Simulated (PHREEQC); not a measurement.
Nickel, zinc or cadmium bath (model solution)

Consider water at 25 °C with 0.29 mol CdSO4, 0.054 mol Na2SO4 and 0.055 mol MnSO4 per kg of water. Closed to the air; pH follows from the charge balance.

The numbers come from PHREEQC with the ion-association model, phreeqc.dat.

This is a speciation only: nothing precipitates in the calculation.

Question: Predict the pH, ionic strength.

Answer: pH 5.82; ionic strength 0.650 mol/kgw.

Question: In which forms is Mn present?

Answer: Mn+2 63 %, MnSO4 37 % of the Mn.

Complexes and solids missing from the database can't appear.
